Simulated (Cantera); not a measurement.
**Reactions in the system Al-Cl-H**

Source: NASA polynomial tables (part measured, part estimated), evaluated in Cantera. Values are per mole of reaction as written; species without (g) are pure solids or liquids, kept so even where they would boil at 1 bar.

3 H2(g) + Al2Cl6(g) ⇌ 2 Al + 6 HCl(g)

| T (K) | ΔH° (kJ) | ΔS° (J/K) | ΔG° (kJ) | log10 K |
|---|---|---|---|---|
| 300 | 741.9 | 310.8 | 648.6 | -112.93 |
| 473 | 737.0 | 298.2 | 596.0 | -65.81 |
| 498 | 736.2 | 296.6 | 588.5 | -61.73 |
| 523 | 735.5 | 295.1 | 581.1 | -58.04 |
| 548 | 734.7 | 293.6 | 573.8 | -54.69 |
| 573 | 733.9 | 292.2 | 566.5 | -51.64 |

3 H2(g) + 2 AlCl3 ⇌ 6 HCl(g) + 2 Al(g)

| T (K) | ΔH° (kJ) | ΔS° (J/K) | ΔG° (kJ) | log10 K | condensed phases |
|---|---|---|---|---|---|
| 300 | 1516.7 | 839.6 | 1264.8 | -220.22 | AlCl3(s) |
| 473 | 1434.0 | 656.7 | 1123.3 | -124.05 | AlCl3(l) |
| 498 | 1430.9 | 650.4 | 1107.0 | -116.11 | AlCl3(l) |
| 523 | 1427.9 | 644.5 | 1090.8 | -108.94 | AlCl3(l) |
| 548 | 1424.9 | 638.9 | 1074.8 | -102.44 | AlCl3(l) |
| 573 | 1421.9 | 633.5 | 1058.9 | -96.52 | AlCl3(l) |

3 Cl(g) + Al ⇌ AlCl3

| T (K) | ΔH° (kJ) | ΔS° (J/K) | ΔG° (kJ) | log10 K | condensed phases |
|---|---|---|---|---|---|
| 300 | -1069.5 | -414.6 | -945.2 | 164.56 | Al(s), AlCl3(s) |
| 473 | -1032.9 | -335.6 | -874.2 | 96.54 | Al(s), AlCl3(l) |
| 498 | -1032.2 | -334.1 | -865.8 | 90.81 | Al(s), AlCl3(l) |
| 523 | -1031.4 | -332.6 | -857.5 | 85.64 | Al(s), AlCl3(l) |
| 548 | -1030.7 | -331.2 | -849.2 | 80.94 | Al(s), AlCl3(l) |
| 573 | -1029.9 | -329.9 | -840.9 | 76.66 | Al(s), AlCl3(l) |
